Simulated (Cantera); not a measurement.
## Gas-phase reforming

An isothermal, constant-pressure homogeneous reactor starts with 64.5 % CH4, 24.5 % CO2, 11.0 % H2, at 1373 K and 500000 Pa.

Model: GRI-Mech 3.0 (53 species, 325 reactions), integrated in Cantera. GRI-Mech 3.0 stops at C3 and has no aromatics, soot or wall deposition, so with more carbon than oxygen in the feed, carbon stays in small species such as C2H2 where larger ones or solid carbon would form.

| t (s) | x CH4 | x CO2 | x H2 | x O2 | x O | x C2H |
|---|---|---|---|---|---|---|
| 7.00e-5 | 0.645 | 0.245 | 0.110 | <1e-12 | <1e-12 | <1e-12 |
| 0.000188 | 0.645 | 0.245 | 0.110 | <1e-12 | <1e-12 | <1e-12 |
| 0.000506 | 0.645 | 0.245 | 0.110 | <1e-12 | <1e-12 | <1e-12 |
| 0.00136 | 0.645 | 0.245 | 0.110 | <1e-12 | <1e-12 | <1e-12 |
| 0.00366 | 0.645 | 0.245 | 0.110 | <1e-12 | <1e-12 | <1e-12 |
| 0.00984 | 0.644 | 0.245 | 0.110 | <1e-12 | <1e-12 | <1e-12 |
| 0.0265 | 0.641 | 0.244 | 0.112 | <1e-12 | <1e-12 | <1e-12 |
| 0.0711 | 0.634 | 0.242 | 0.116 | <1e-12 | <1e-12 | <1e-12 |
| 0.191 | 0.615 | 0.237 | 0.127 | <1e-12 | <1e-12 | 5.09e-12 |
| 0.514 | 0.568 | 0.221 | 0.155 | <1e-12 | <1e-12 | 1.86e-11 |
| 1.38 | 0.478 | 0.177 | 0.193 | <1e-12 | <1e-12 | 5.00e-11 |
| 3.72 | 0.382 | 0.0949 | 0.199 | <1e-12 | <1e-12 | 1.02e-10 |
| 10.0 | 0.350 | 0.0571 | 0.198 | <1e-12 | <1e-12 | 1.16e-10 |
x: mole fraction; the columns are a selection and need not sum to one.

Equilibrium at this temperature and pressure: CH4 0.249, CO2 2.07e-5, H2 0.417, O2 <1e-12, O <1e-12, C2H 4.41e-12 (gas phase only).
